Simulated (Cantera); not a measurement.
Charge: 1 mol TEOS, 0.087 mol O2, 22 mol H2, at 14000 Pa.

Cantera equilibrium calculation (NASA polynomials, part measured and part estimated; ideal gas, pure solids and liquids). Candidate condensed phases: C, C6H6, C7H8, C8H18, H2O, Si, SiC, SiO2; 123 gas species. The feed counts by its element totals alone. Mutual solubility and eutectic melting of coexisting phases are not modelled. The tables hold silica as quartz up to 1696 K and as liquid above; real silica turns to tridymite and cristobalite and melts near 1996 K. Equilibrium is a limit: real reactors are often held back by kinetics, nucleation or transport.

Question: Which condensed phases are stable at each of these points (T (K)): 573, 648, 723, 798, 873, 948, 1023, 1098, 1173, 1248, 1323, 1398, 1473?

Answer: 
```csv
T (K),condensed phases,Si condensed (%)
573,SiO2(α-quartz),100.0
648,SiO2(α-quartz),100.0
723,C(graphite) + SiO2(α-quartz),100.0
798,C(graphite) + SiO2(α-quartz),100.0
873,C(graphite) + SiO2(β-quartz),100.0
948,C(graphite) + SiO2(β-quartz),100.0
1023,C(graphite) + SiO2(β-quartz),100.0
1098,C(graphite) + SiO2(β-quartz),100.0
1173,C(graphite) + SiO2(β-quartz),100.0
1248,C(graphite) + SiO2(β-quartz),100.0
1323,C(graphite) + SiO2(β-quartz),100.0
1398,C(graphite) + SiO2(β-quartz),99.9
1473,C(graphite) + SiC(s) + SiO2(β-quartz),99.4
```

From 573 K to 648 K the condensed part is SiO2(α-quartz). From 723 K to 798 K the condensed part is C(graphite) + SiO2(α-quartz). From 873 K to 1398 K the condensed part is C(graphite) + SiO2(β-quartz). At 1473 K the condensed part is C(graphite) + SiC(s) + SiO2(β-quartz).
